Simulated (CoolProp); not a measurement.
C2F6 (R116) at 368.8 K and 0.23 MPa is throttled through a valve to 0.0477 MPa with no heat exchange. Each further row changes one setting.

Model: reference Helmholtz-energy equation of state, Lemmon 2006, in CoolProp. It is a short technical equation, of lower accuracy than the large ones.

```csv
case,temperature change (K),final density (kg/m³)
as stated,-0.9,2.16
outlet pressure 0.0143 MPa,-1.0,0.646
outlet pressure 0.062 MPa,-0.8,2.80
```
